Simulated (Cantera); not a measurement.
**Hydrocarbon pyrolysis for carbon deposition**

An isothermal, constant-pressure homogeneous reactor starts with C2H6 : H2 = 1 : 6.4 (molar parts), at 1900 K and 0.105 Torr.

Detailed kinetics in Cantera: GRI-Mech 3.0 (53 species, 325 reactions). GRI-Mech 3.0 stops at C3 and has no aromatics, soot or wall deposition, so with more carbon than oxygen in the feed, carbon stays in small species such as C2H2 where larger ones or solid carbon would form. Radical loss at walls, strong at low pressure, is not modelled.

```tsv
t (s)	x C2H6	x H2	x C2H	x CH2	x CH4	x H	x C2H4
4.00e-5	0.134	0.864	<1e-12	3.07e-9	1.29e-5	1.27e-5	3.30e-8
0.000131	0.131	0.862	<1e-12	1.06e-7	0.000136	0.000116	9.76e-7
0.000429	0.123	0.855	<1e-12	3.38e-6	0.00136	0.000935	5.07e-5
0.00141	0.0934	0.834	4.84e-10	5.90e-5	0.0117	0.00506	0.00209
0.00461	0.0232	0.781	3.94e-7	0.000211	0.0685	0.0159	0.0161
0.0151	0.000132	0.774	8.43e-6	0.000185	0.107	0.0214	0.0131
0.0494	6.33e-5	0.806	1.01e-5	9.61e-5	0.0960	0.0127	0.00587
0.162	2.56e-5	0.832	7.83e-6	4.37e-5	0.0768	0.00740	0.00239
0.530	8.69e-6	0.852	5.93e-6	2.01e-5	0.0560	0.00481	0.000861
1.74	2.75e-6	0.867	5.74e-6	1.18e-5	0.0343	0.00419	0.000286
5.69	5.21e-7	0.880	7.41e-6	7.97e-6	0.0135	0.00499	5.93e-5
18.6	2.60e-8	0.884	1.22e-5	4.26e-6	0.00241	0.00791	5.53e-6
61.1	1.55e-10	0.878	2.58e-5	1.21e-6	0.000143	0.0165	9.14e-7
200	<1e-12	0.861	5.46e-5	1.96e-7	5.05e-6	0.0345	3.34e-7
```
x: mole fraction; the columns are a selection and need not sum to one.

Equilibrium at this temperature and pressure: C2H6 <1e-12, H2 0.835, C2H 9.94e-5, CH2 1.30e-7, CH4 9.80e-7, H 0.0617, C2H4 1.45e-7 (gas phase only).
